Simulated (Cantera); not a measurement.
Cantera run:

```python
import numpy as np
import cantera as ct

gas_names = """
    Hg N N2
""".split()
cond_names = """
    Hg(cr) Hg(L)
""".split()


# ... load() reads the species with a 1 bar reference pressure and builds the phases ...
atoms = {
    'Hg': {'Hg': 1},
    'N2': {'N': 2},
}
top_T = {}  # K; cautious upper limits of use, not melting points


# ... equilibrate(T, P, feed) seeds the gas with the atoms and calls Mixture.equilibrate('TP', solver="vcs", rtol=1e-11, max_steps=5000) ...
results = []
feed = {'Hg': 1, 'N2': 6.5}  # mol
T = 1423  # K
P = 101325  # Pa
mix = equilibrate(T, P, feed)
results.append((T, P, feed, dict(zip(mix.species_names, mix.species_moles))))
print(gas.report(threshold=0.0001))
for i in range(1, mix.n_phases):
    print(f"{mix.phase(i).name:16s} {mix.phase_moles(i):12.5e} mol")
```

Result:

```
       temperature   1423 K
          pressure   1.0133e+05 Pa
           density   0.43697 kg/m^3
  mean mol. weight   51.024 kg/kmol
   phase of matter   gas

                          1 kg             1 kmol
                     ---------------   ---------------
          enthalpy        8.2789e+05        4.2243e+07  J
   internal energy        5.9601e+05        3.0411e+07  J
           entropy            4680.9        2.3884e+05  J/K
    Gibbs function       -5.8331e+06       -2.9763e+08  J
 heat capacity c_p            640.45             32678  J/K
 heat capacity c_v             477.5             24364  J/K

                      mass frac. Y      mole frac. X     chem. pot. / RT
                     ---------------   ---------------   ---------------
                Hg           0.52417           0.13333           -19.789
                N2           0.47583           0.86667           -25.981
     [   +1 minor]        1.9357e-15        7.0514e-15

Hg(L)             0.00000e+00 mol
```

Equilibrium computed with Cantera from the NASA thermochemical tables; the gas is ideal and each condensed phase is pure.
